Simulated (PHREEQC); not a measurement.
# Buffer: speciation

Make-up at 35 °C: 0.0011 mol H3BO3, 0.0034 mol NaOH and 0.018 mol LiCl per kg of water. Closed to the air; pH follows from the charge balance.

All values are PHREEQC results (ion-association model, wateq4f.dat), not measurements.

This is a speciation only: nothing precipitates in the calculation.

Problem. Predict the pH.

Solution. pH 10.99.

Problem. In which forms is B present?

Solution. H2BO3- 99 %, H3BO3 1.3 % of the B.
